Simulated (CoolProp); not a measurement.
Saturation properties of dimethyl carbonate.

The numbers come from the reference Helmholtz-energy equation of state, Zhou 2011 in CoolProp.

```tsv
T (°C)	p (MPa)	liquid density (kg/m³)	enthalpy of vaporisation (kJ/kg)	liquid cp (kJ/(kg K))
100.45	0.1394	959.1	368.3	1.985
117.95	0.2285	933.2	355.5	2.033
135.35	(withheld)	(withheld)	342.0	2.086
152.85	0.5329	878.3	327.4	2.143
170.35	(withheld)	848.6	311.6	2.207
187.75	1.079	817.1	294.2	(withheld)
205.25	1.475	782.7	274.5	2.382
222.75	1.975	744.3	251.4	2.523
240.15	2.594	699.7	223.3	2.755
257.65	3.366	642.1	185.5	3.261
275.15	(withheld)	(withheld)	122.3	5.577
```

Complete the blanks.


- 135.35, p (MPa): 0.3558
- 135.35, liquid density (kg/m³): 906.4
- 170.35, p (MPa): 0.7704
- 187.75, liquid cp (kJ/(kg K)): 2.283
- 275.15, p (MPa): 4.330
- 275.15, liquid density (kg/m³): 548.6

It boils at 90.1 °C under 1 atm.
